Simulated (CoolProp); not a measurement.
Aqueous propylene glycol as a coolant, at 38 °C, 1 atm.

The numbers come from the Melinder's fits for secondary coolants in CoolProp.

```tsv
mass %	freezing point (°C)	cp (kJ/(kg K))	density (kg/m³)	viscosity (mPa s)	Prandtl number
3.1	-0.7	4.152	995.5	0.750	5.12
9.1	(withheld)	4.105	999.6	0.898	6.45
15.1	(withheld)	4.058	1004	1.07	8.05
21	-7.7	(withheld)	(withheld)	1.26	10.0
27	-10.9	3.941	1012	1.51	12.6
33	-14.8	(withheld)	1017	(withheld)	15.9
39	-19.7	(withheld)	1021	2.21	20.0
45	-25.8	3.684	1024	2.66	25.2
```

### Question
Complete the blanks.

### Answer

- 9.1, freezing point (°C): -2.5
- 15.1, freezing point (°C): -4.9
- 21, cp (kJ/(kg K)): 4.005
- 21, density (kg/m³): 1008
- 33, cp (kJ/(kg K)): 3.866
- 33, viscosity (mPa s): 1.82
- 39, cp (kJ/(kg K)): 3.780
